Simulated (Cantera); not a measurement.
Equilibrium for boron, boron nitride and boron oxide: B2H6 + H2O + H2

Feed: 1 mol B2H6, 5.2 mol H2O, 28 mol H2, equilibrated at 13.3 mbar.

Cantera equilibrium calculation (NASA polynomials, part measured and part estimated; ideal gas, pure solids and liquids). Candidate condensed phases: B, B2O3, B3O3H3, H2O; 23 gas species. The feed counts by its element totals alone. Gases not in the tables: H3BO3. Kinetics and transport are ignored.

From 1148 K to 1448 K the condensed part is B2O3(l). From 1523 K to 2123 K nothing is condensed.

```tsv
T (K)	x H2	x H2O	x HBO2	x H	x HBO	x B2O3	n B2O3(l)
1148	0.939	0.0603	0.000814	6.01e-7	3.94e-7	1.16e-7	0.984
1223	0.938	0.0595	0.00242	2.52e-6	2.52e-6	1.44e-6	0.955
1298	0.936	0.0575	0.00624	8.98e-6	1.30e-5	1.32e-5	0.885
1373	0.932	0.0533	0.0141	2.78e-5	5.68e-5	9.39e-5	0.738
1448	0.925	0.0460	0.0279	7.68e-5	0.000219	0.000539	0.463
1523	0.913	0.0356	0.0479	0.000191	0.000772	0.00253	0
1598	0.912	0.0363	0.0468	0.000440	0.00114	0.00287	0
1673	0.911	0.0371	0.0457	0.000942	0.00160	0.00319	0
1748	0.910	0.0380	0.0445	0.00189	0.00217	0.00346	0
1823	0.907	0.0390	0.0432	0.00357	0.00285	0.00368	0
1898	0.904	0.0401	0.0418	0.00644	0.00360	0.00384	0
1973	0.898	0.0413	0.0402	0.0111	0.00442	0.00392	0
2048	0.890	0.0426	0.0384	0.0183	0.00524	0.00390	0
2123	0.878	0.0441	0.0364	0.0291	0.00601	0.00377	0
```
x: gas mole fraction; n: condensed amount in mol.
